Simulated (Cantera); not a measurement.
Standard-state values (1 bar) from the NASA 1993 polynomials, evaluated with Cantera. Values are per mole of reaction as written; species without (g) are pure solids or liquids, kept so even where they would boil at 1 bar. ZrN: taken at fixed stoichiometry.

Question: Between 300 and 1900 K, where is each reaction favourable under standard conditions?
- 3 H2O(g) + 5 ZrN = 2 NH3(g) + 3 NO(g) + 5 Zr

Answer: 
- 3 H2O(g) + 5 ZrN = 2 NH3(g) + 3 NO(g) + 5 Zr: ΔG° is 2598 kJ at 300 K and 1916 kJ at 1900 K; it stays positive (K < 1). ΔH° is 2705 kJ and ΔS° 415 J/K at 1900 K.
